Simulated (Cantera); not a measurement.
An adiabatic, constant-pressure homogeneous reactor starts with 6.49 % CH4, 26.0 % O2, 67.5 % N2, equivalence ratio 0.50, at 1550 K and 0.296 atm.

Model: GRI-Mech 3.0 (53 species, 325 reactions), integrated in Cantera.

x: mole fraction; the columns are a selection and need not sum to one.

```
t (s)     T (K)   x CH4   x O2      x O    x NO2      x NO     x CH3   x CH2CO
--------  -----  ------  -----  -------  -------  --------  --------  --------
4.00e-6    1550  0.0649  0.260  1.17e-8   <1e-12    <1e-12   2.72e-7    <1e-12
1.00e-5    1550  0.0649  0.260  1.63e-8   <1e-12    <1e-12   7.90e-7    <1e-12
2.52e-5    1550  0.0649  0.260        ?   <1e-12    <1e-12         ?    <1e-12
6.33e-5    1550  0.0649  0.260  3.19e-8   <1e-12    <1e-12   6.23e-6    <1e-12
0.000159   1550  0.0649  0.260  7.27e-8   <1e-12    <1e-12   2.01e-5  1.22e-12
0.000399   1550  0.0648  0.260  2.93e-7   <1e-12    <1e-12   8.97e-5  4.31e-10
0.00100    1559  0.0620  0.258  5.28e-6   <1e-12  1.01e-11  0.000846   1.75e-6
0.00252    2483  <1e-12  0.124   0.0149  1.82e-7  0.000679    <1e-12    <1e-12
0.00632    2543  <1e-12  0.123   0.0116  1.31e-6   0.00370    <1e-12    <1e-12
0.0159     2538  <1e-12  0.121   0.0112  3.35e-6   0.00947    <1e-12    <1e-12
0.0398     2532  <1e-12  0.118   0.0107  5.35e-6    0.0152    <1e-12    <1e-12
0.100      2531  <1e-12  0.118   0.0106        ?         ?    <1e-12    <1e-12
```

Question: Fill in the missing entries.

Answer: 
- 2.52e-5, x O: 2.04e-8
- 2.52e-5, x CH3: 2.19e-6
- 0.100, x NO2: 5.83e-6
- 0.100, x NO: 0.0166
